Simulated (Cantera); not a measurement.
Cantera run:

```python
import numpy as np
import cantera as ct

gas_names = """
    H H2 N NH NH2 NH3 N2 N2H2 N2H4 Ni
""".split()
cond_names = """
    Ni(cr) Ni(L)
""".split()


# ... load() reads the species with a 1 bar reference pressure and builds the phases ...
atoms = {
    'Ni': {'Ni': 1},
    'NH3': {'N': 1, 'H': 3},
    'H2': {'H': 2},
}
top_T = {}  # K; cautious upper limits of use, not melting points


# ... equilibrate(T, P, feed) seeds the gas with the atoms and calls Mixture.equilibrate('TP', solver="vcs", rtol=1e-11, max_steps=5000) ...
results = []
feed = {'Ni': 1, 'NH3': 1.6, 'H2': 2.7}  # mol
P = 133.322  # Pa
for T in [1673, 1723, 1773, 1823, 1873, 1923, 1973, 2023]:
    mix = equilibrate(T, P, feed)
    results.append((T, P, feed, dict(zip(mix.species_names, mix.species_moles))))

top = {s: max(r[3][s] / sum(r[3][g] for g in gas_names) for r in results) for s in gas_names}
cols = sorted((s for s in top if top[s] > 1e-06), key=lambda s: -top[s])[:9]
seen = [c for c in cond_names if any(r[3].get(c, 0) > 1e-12 for r in results)]
print("log10 of partial pressures in bar; condensed amounts in mol")
print(f"{'T/K':>10s}" + "".join(f"{s[:9]:>10s}" for s in cols + seen))
for T, P, feed, n in results:
    ng = sum(n[g] for g in gas_names)
    print(f"{T:10.4g}" + "".join(f"{np.log10(max(n[s] / ng * P / 1e5, 1e-99)):10.3f}" for s in cols)
          + "".join(f"{n.get(c, 0):10.4g}" for c in seen))
```

Output:

```
log10 of partial pressures in bar; condensed amounts in mol
       T/K        H2        Ni        N2         H    Ni(cr)     Ni(L)
      1673    -2.940    -5.778    -3.744    -5.414    0.9926         0
      1723    -2.942    -5.399    -3.745    -5.210    0.9822         0
      1773    -2.945    -5.055    -3.747    -5.018         0    0.9606
      1823    -2.950    -4.733    -3.751    -4.838         0    0.9165
      1873    -2.959    -4.428    -3.759    -4.669         0    0.8285
      1923    -2.974    -4.139    -3.772    -4.513         0    0.6562
      1973    -3.002    -3.866    -3.797    -4.371         0    0.3167
      2023    -3.029    -3.724    -3.820    -4.236         0         0
```

These are equilibrium values from Cantera (NASA tables, ideal gas, pure condensed phases), not measurements of a reactor.
